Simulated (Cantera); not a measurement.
Cantera run:

```python
import numpy as np
import cantera as ct

gas_names = """
    CL CL2 Cs CsCL Cs2 Cs2CL2 H HCL H2 N NH NH2 NH3 N2 N2H2 N2H4
""".split()
cond_names = """
    Cs(cr) Cs(L) CsCL(a) CsCL(b) CsCL(L) NH4CL(a) NH4CL(b)
""".split()


def load(file, names, dense=False):
    # The tables refer to 1 bar. Condensed volumes are neglected.
    table = {s.name: s for s in ct.Species.list_from_file(file)}
    out = []
    for n in names:
        d = dict(table[n].input_data)
        d["thermo"] = dict(d["thermo"], **{"reference-pressure": 1e5})
        if dense:
            d["equation-of-state"] = {"model": "constant-volume", "density": "1e6 g/cm^3"}
        out.append(ct.Species.from_dict(d))
    return out


gas = ct.Solution(thermo="ideal-gas", species=load("nasa_gas.yaml", gas_names))
cond = {s.name: ct.Solution(thermo="fixed-stoichiometry", species=[s], name=s.name)
        for s in load("nasa_condensed.yaml", cond_names, dense=True)}
atoms = {
    'CsCl': {'Cs': 1, 'CL': 1},
    'H2': {'H': 2},
    'N2': {'N': 2},
}
top_T = {}  # K; cautious upper limits of use, not melting points


def equilibrate(T, P, feed):
    n = {}
    for name, mol in feed.items():
        for a, k in atoms[name].items():
            n[a] = n.get(a, 0.0) + k * mol
    gas.TPX = T, P, n
    mass = sum(n.values()) * gas.mean_molecular_weight
    gas.equilibrate("TP")
    valid = [c for c in cond.values() if c.min_temp <= T <= top_T.get(c.name, c.max_temp)]
    mix = ct.Mixture([(gas, mass / gas.mean_molecular_weight)] + [(c, 0.0) for c in valid])
    mix.T, mix.P = T, P
    mix.equilibrate("TP", solver="vcs", rtol=1e-11, max_steps=5000)
    return mix


results = []
feed = {'CsCl': 1, 'H2': 14, 'N2': 0.11}  # mol
P = 13332.2  # Pa
for T in [1173, 1273, 1373, 1473, 1573, 1673, 1773, 1873, 1973, 2073, 2173, 2273]:
    mix = equilibrate(T, P, feed)
    results.append((T, P, feed, dict(zip(mix.species_names, mix.species_moles))))

top = {s: max(r[3][s] / sum(r[3][g] for g in gas_names) for r in results) for s in gas_names}
cols = sorted((s for s in top if top[s] > 0.001), key=lambda s: -top[s])[:6]
seen = [c for c in cond_names if any(r[3].get(c, 0) > 1e-12 for r in results)]
print("log10 of partial pressures in bar; condensed amounts in mol")
print(f"{'T/K':>10s}" + "".join(f"{s[:9]:>10s}" for s in cols + seen))
for T, P, feed, n in results:
    ng = sum(n[g] for g in gas_names)
    print(f"{T:10.4g}" + "".join(f"{np.log10(max(n[s] / ng * P / 1e5, 1e-99)):10.3f}" for s in cols)
          + "".join(f"{n.get(c, 0):10.4g}" for c in seen))
```

Result:

```
log10 of partial pressures in bar; condensed amounts in mol
       T/K        H2      CsCL         H        Cs       HCL    Cs2CL2
      1173    -0.904    -2.200    -7.381    -5.278    -5.278    -2.887
      1273    -0.907    -2.105    -6.600    -4.841    -4.841    -3.303
      1373    -0.908    -2.073    -5.931    -4.492    -4.492    -3.754
      1473    -0.908    -2.064    -5.352    -4.200    -4.200    -4.179
      1573    -0.909    -2.063    -4.845    -3.948    -3.948    -4.562
      1673    -0.909    -2.065    -4.398    -3.728    -3.728    -4.905
      1773    -0.910    -2.070    -4.001    -3.534    -3.535    -5.214
      1873    -0.910    -2.078    -3.645    -3.363    -3.363    -5.496
      1973    -0.912    -2.088    -3.326    -3.210    -3.212    -5.755
      2073    -0.914    -2.101    -3.037    -3.075    -3.077    -5.996
      2173    -0.918    -2.118    -2.775    -2.954    -2.958    -6.225
      2273    -0.923    -2.139    -2.537    -2.846    -2.854    -6.444
```

Cantera equilibrium calculation (NASA polynomials, part measured and part estimated; ideal gas, pure solids and liquids).
